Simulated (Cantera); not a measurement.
What does this Cantera script print?

```python
import numpy as np
import cantera as ct

gas = ct.Solution("gri30.yaml")
gas.TPX = 1523, 260000, {'CO': 0.017, 'O2': 0.077, 'H2O': 0.00097, 'N2': 1}
inlet = ct.Reservoir(gas, clone=True)

reactor = ct.IdealGasConstPressureReactor(gas, energy="off", clone=False)
exhaust = ct.Reservoir(gas, clone=True)
tau = [16, 7.7, 3.6, 1.7, 0.81, 0.38, 0.18, 0.084, 0.04, 0.019, 0.0088][0]
for a, b in ((inlet, reactor), (reactor, exhaust)):
    ct.MassFlowController(a, b, mdot=lambda t: reactor.mass / tau)
net = ct.ReactorNet([reactor])
show = ['CO', 'O2', 'H2O', 'N2O', 'CO2', 'H2', 'OH']

rows = []
print(f"{'tau/s':>10s}{'T/K':>9s}" + "".join(f"{s:>11s}" for s in show))
for tau in [16, 7.7, 3.6, 1.7, 0.81, 0.38, 0.18, 0.084, 0.04, 0.019, 0.0088]:
    net.initial_time = 0.0
    net.advance(30 * tau)
    before = gas.X
    net.advance(40 * tau)
    drift = np.max(np.abs(gas.X - before) / (gas.X + 1e-9))
    rows.append([gas.T, *gas[show].X, drift])
    print(f"{tau:10.3e}{gas.T:9.1f}" + "".join(f"{x:11.3e}" for x in gas[show].X))
```

Result:

```
     tau/s      T/K         CO         O2        H2O        N2O        CO2         H2         OH
 1.600e+01   1523.0  1.282e-05  6.304e-02  8.873e-04  3.661e-07  1.563e-02  2.680e-08  1.082e-05
 7.700e+00   1523.0  2.165e-05  6.304e-02  8.861e-04  5.363e-07  1.563e-02  4.064e-08  1.316e-05
 3.600e+00   1523.0  3.718e-05  6.305e-02  8.845e-04  7.985e-07  1.561e-02  6.368e-08  1.622e-05
 1.700e+00   1523.0  6.321e-05  6.306e-02  8.825e-04  1.170e-06  1.558e-02  1.005e-07  2.001e-05
 8.100e-01   1523.0  1.064e-04  6.307e-02  8.800e-04  1.667e-06  1.554e-02  1.595e-07  2.470e-05
 3.800e-01   1523.0  1.804e-04  6.309e-02  8.767e-04  2.300e-06  1.546e-02  2.578e-07  3.070e-05
 1.800e-01   1523.0  3.024e-04  6.314e-02  8.725e-04  2.989e-06  1.534e-02  4.168e-07  3.810e-05
 8.400e-02   1523.0  5.086e-04  6.321e-02  8.670e-04  3.638e-06  1.513e-02  6.815e-07  4.751e-05
 4.000e-02   1523.0  8.366e-04  6.334e-02  8.599e-04  4.095e-06  1.480e-02  1.094e-06  5.880e-05
 1.900e-02   1523.0  1.363e-03  6.354e-02  8.508e-04  4.309e-06  1.427e-02  1.732e-06  7.249e-05
 8.800e-03   1523.0  2.219e-03  6.387e-02  8.387e-04  4.271e-06  1.341e-02  2.710e-06  8.908e-05
```

Model: GRI-Mech 3.0 (53 species, 325 reactions), integrated in Cantera.
